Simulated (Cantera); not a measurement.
A closed system holds: 1 mol Si3N4, 0.25 mol H2O, 3.9 mol H2, at 5800 Pa.

Cantera equilibrium calculation (NASA polynomials, part measured and part estimated; ideal gas, pure solids and liquids). Candidate condensed phases: H2O, Si, SiO2, Si2N2O, Si3N4; 35 gas species. Mutual solubility and eutectic melting of coexisting phases are not modelled. Gases not in the tables: Si2H6 and higher silanes. Kinetics and transport are ignored.

### Question
Which condensed phases are stable at each of these points (T (K)): 1048, 1098, 1148, 1198, 1248, 1298, 1348, 1398, 1448, 1498, 1548, 1598, 1648, 1698?

### Answer
| T (K) | condensed phases | Si condensed (%) |
|---|---|---|
| 1048 | Si2N2O(s) + Si3N4(s) | 100.0 |
| 1098 | Si2N2O(s) + Si3N4(s) | 100.0 |
| 1148 | Si2N2O(s) + Si3N4(s) | 100.0 |
| 1198 | Si2N2O(s) + Si3N4(s) | 100.0 |
| 1248 | Si2N2O(s) + Si3N4(s) | 100.0 |
| 1298 | Si2N2O(s) + Si3N4(s) | 100.0 |
| 1348 | Si2N2O(s) + Si3N4(s) | 100.0 |
| 1398 | Si2N2O(s) + Si3N4(s) | 100.0 |
| 1448 | Si2N2O(s) + Si3N4(s) | 100.0 |
| 1498 | Si2N2O(s) + Si3N4(s) | 100.0 |
| 1548 | Si2N2O(s) + Si3N4(s) | 100.0 |
| 1598 | Si2N2O(s) + Si3N4(s) | 100.0 |
| 1648 | Si2N2O(s) + Si3N4(s) | 100.0 |
| 1698 | Si(l) + Si2N2O(s) + Si3N4(s) | 99.8 |

From 1048 K to 1648 K the condensed part is Si2N2O(s) + Si3N4(s). At 1698 K the condensed part is Si(l) + Si2N2O(s) + Si3N4(s).
